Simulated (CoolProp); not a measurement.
CF4 (R14) at 293.15 K and 1.62 MPa flows at 0.89 m/s in a round tube of 10 mm bore and 1.5 µm roughness, fully developed (64/Re and Nu = 3.66 if laminar; Colebrook and Gnielinski if turbulent). Each further row changes one setting.

Values from CoolProp's reference Helmholtz-energy equation of state, Platzer 1990. This equation is an older, rougher fit.

```
case               Reynolds number  Darcy friction factor  pressure drop (Pa/m)  heat-transfer coefficient (W/(m² K))  mass flow (kg/h)
-----------------  ---------------  ---------------------  --------------------  ------------------------------------  ----------------
as stated                    31000                      …                     …                                     …                 …
velocity 1.78 m/s            62100                      …                     …                                   225              31.4
diameter 20 mm               62100                      …                  25.0                                   111                 …
```

Problem. Some entries are withheld; supply them.

Solution. 
- as stated, Darcy friction factor: 0.0237
- as stated, pressure drop (Pa/m): 58.7
- as stated, heat-transfer coefficient (W/(m² K)): 129
- as stated, mass flow (kg/h): 15.7
- velocity 1.78 m/s, Darcy friction factor: 0.0205
- velocity 1.78 m/s, pressure drop (Pa/m): 203
- diameter 20 mm, Darcy friction factor: 0.0202
- diameter 20 mm, mass flow (kg/h): 62.9

Viscosity comes from a separate model (Huber 2003), an estimate that may be off by 10 % or more. Thermal conductivity comes from a separate model (Huber 2003), an estimate that may be off by 10 % or more.
